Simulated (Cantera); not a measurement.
Mixture: C3H8 : O2 : N2 = 1 : 7.58 : 28.5 (molar parts), equivalence ratio 0.66, at 10.0 bar, adiabatic and at constant volume. Ignition delay is the time to a rise of 400 K.

Computed with Cantera and GRI-Mech 3.0 (53 species, 325 reactions). GRI-Mech 3.0 was tuned for natural gas; its chemistry of propane as a main component is partial and can be far from experiment.

Predict: delay at 1225 K; delay at 1325 K; delay at 1425 K; delay at 1525 K; delay at 1625 K; apparent activation energy between 1575 and 1675 K.


```
Quantity                                                 Value
--------------------------------------------------  ----------
delay at 1225 K                                       0.966 ms
delay at 1325 K                                       0.182 ms
delay at 1425 K                                        44.0 µs
delay at 1525 K                                        14.0 µs
delay at 1625 K                                        5.72 µs
apparent activation energy between 1575 and 1675 K  170 kJ/mol
```
